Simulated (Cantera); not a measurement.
**Diamond growth**

A diamond (100) surface in a fixed gas of H2 with x(CH4) = 0.026, x(H) = 0.034, at 1223 K, 5300 Pa; coverages are run to steady state.

Cantera simulation using the Harris–Goodwin 1993 mechanism for the reconstructed diamond (100) surface; the numbers are that mechanism's predictions, not measurements.

```tsv
x(CH3)	growth (µm/h)	θ c6HH	θ c6H*	θ c6*H	θ c6**	θ c6HM
1e-06	0.0416	0.422	0.0414	0.502	0.0346	4.58e-6
2.3e-06	0.0957	0.422	0.0414	0.502	0.0346	1.05e-5
5.3e-06	0.221	0.422	0.0414	0.502	0.0346	2.43e-5
1.2e-05	0.499	0.422	0.0414	0.502	0.0345	5.50e-5
2.8e-05	1.16	0.422	0.0414	0.502	0.0345	0.000128
6.4e-05	2.66	0.422	0.0414	0.501	0.0345	0.000293
0.00015	6.23	0.422	0.0413	0.501	0.0345	0.000686
0.00034	14.1	0.421	0.0413	0.500	0.0344	0.00155
0.00078	32.2	0.420	0.0411	0.498	0.0341	0.00354
```
θ: site fractions in the mechanism's names (c6HH fully hydrogenated, c6H* and c6*H radical sites, c6** diradical, c6HM methylated).
